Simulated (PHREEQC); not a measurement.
## Buffer

Consider water at 30 °C with 0.00036 mol NaH2PO4, 0.04 mol Na2HPO4 and 0.00022 mol KCl per kg of water. Closed to the air; pH follows from the charge balance.

The numbers come from PHREEQC with the ion-association model, phreeqc.dat.

This is a speciation only: nothing precipitates in the calculation.

**Question.** Predict the pH.

**Answer.** pH 8.80.

**Question.** In which forms is Na present?

**Answer.** Na+ 97 %, NaHPO4- 2.5 % of the Na.
